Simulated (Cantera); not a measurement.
An isothermal, constant-pressure homogeneous reactor starts with NH₃ : N₂ = 1 : 0.35 (molar parts), at 1700 K and 5200 Pa.

Computed with Cantera and the gas-phase N/H chemistry of the illustrative SiF4/NH3 mechanism in the Surface Chemkin manual (1991). Walls and surfaces, which speed up NH3 decomposition in real reactors, are not modelled.

One state of this run: x NH₃ = 0.560; x NH = 1.68e-6; x N₂H₄ = 2.04e-8; x NH₂ = 0.000217; x N₂H₂ = 1.46e-6; x H = 2.39e-5. x: mole fraction; the columns are a selection and need not sum to one.

**Question.** Which value of t (s) does it belong to?
(A) 2.90
(B) 15.2
(C) 5.00e-6
(D) 0.552

**Answer.** A, 2.90
